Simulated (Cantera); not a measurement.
A perfectly stirred reactor is fed with NO : N2 = 1 : 3.9 (molar parts), at 8.25 Torr; it is held at 1800 K, and followed from long to short residence time.

Detailed kinetics in Cantera: GRI-Mech 3.0 (53 species, 325 reactions). Radical loss at walls, strong at low pressure, is not modelled.

Question: Predict: x(NO) at τ = 28.0 s; x(NO2) at τ = 28.0 s; x(N2) at τ = 28.0 s; x(O2) at τ = 28.0 s; x(N2O) at τ = 28.0 s; x(NO) at τ = 0.400 s; x(NO2) at τ = 0.400 s; x(N2) at τ = 0.400 s; x(O2) at τ = 0.400 s; x(N2O) at τ = 0.400 s.

Answer: 
```json
{
 "x(NO) at τ = 28.0 s": "0.192",
 "x(NO2) at τ = 28.0 s": "8.64e-6",
 "x(N2) at τ = 28.0 s": "0.802",
 "x(O2) at τ = 28.0 s": "0.00606",
 "x(N2O) at τ = 28.0 s": "1.29e-5",
 "x(NO) at τ = 0.400 s": "0.204",
 "x(NO2) at τ = 0.400 s": "2.75e-6",
 "x(N2) at τ = 0.400 s": "0.796",
 "x(O2) at τ = 0.400 s": "3.31e-5",
 "x(N2O) at τ = 0.400 s": "1.17e-5"
}
```
